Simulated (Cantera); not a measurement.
Stirred combustor or abatement burner

A perfectly stirred reactor is fed with 7.30 % CO, 0.664 % H2, 2.70 % CH4, 18.8 % O2, 70.6 % N2, at 780000 Pa; it is adiabatic with a 725 K inlet, and is followed from long to short residence time, starting on the burning branch (τ in s: 0.04, 0.019, 0.009, 0.0042, 0.002, 0.00095, 0.00045, 0.00021, 0.0001, 4.8e-05, 2.3e-05, 1.1e-05, 5.1e-06).

Cantera simulation using GRI-Mech 3.0 (53 species, 325 reactions); the numbers are that mechanism's predictions, not measurements.

| τ (s) | T (K) | x CO | x H2 | x CH4 | x N2O | x OH | x NO2 | x CH2 |
|---|---|---|---|---|---|---|---|---|
| 0.040 | 1947 | 0.000299 | 2.29e-5 | 2.39e-6 | 9.05e-7 | 0.000734 | 4.28e-7 | 5.15e-9 |
| 0.019 | 1946 | 0.000474 | 3.11e-5 | 4.36e-6 | 1.13e-6 | 0.000826 | 3.16e-7 | 1.05e-8 |
| 0.0090 | 1942 | 0.000776 | 4.56e-5 | 7.60e-6 | 1.50e-6 | 0.000966 | 2.71e-7 | 2.11e-8 |
| 0.0042 | 1937 | 0.00130 | 7.09e-5 | 1.29e-5 | 2.05e-6 | 0.00117 | 2.56e-7 | 4.19e-8 |
| 0.0020 | 1929 | 0.00214 | 0.000112 | 2.12e-5 | 2.69e-6 | 0.00142 | 2.47e-7 | 7.91e-8 |
| 0.00095 | 1916 | 0.00354 | 0.000177 | 3.48e-5 | 3.27e-6 | 0.00172 | 2.24e-7 | 1.45e-7 |
| 0.00045 | 1895 | 0.00586 | 0.000279 | 5.79e-5 | 3.56e-6 | 0.00204 | 1.82e-7 | 2.57e-7 |
| 0.00021 | 1859 | 0.00989 | 0.000439 | 0.000102 | 3.46e-6 | 0.00233 | 1.28e-7 | 4.42e-7 |
| 0.00010 | 1800 | 0.0169 | 0.000674 | 0.000194 | 3.02e-6 | 0.00244 | 8.02e-8 | 7.23e-7 |
| 4.8e-5 | 1653 | 0.0354 | 0.00121 | 0.000629 | 1.95e-6 | 0.00166 | 3.02e-8 | 1.13e-6 |
| 2.3e-5 | 725 | 0.0730 | 0.00664 | 0.0270 | <1e-12 | <1e-12 | <1e-12 | <1e-12 |
| 1.1e-5 | 725 | 0.0730 | 0.00664 | 0.0270 | <1e-12 | <1e-12 | <1e-12 | <1e-12 |
| 5.1e-6 | 725 | 0.0730 | 0.00664 | 0.0270 | <1e-12 | <1e-12 | <1e-12 | <1e-12 |
x: mole fraction; the columns are a selection and need not sum to one.
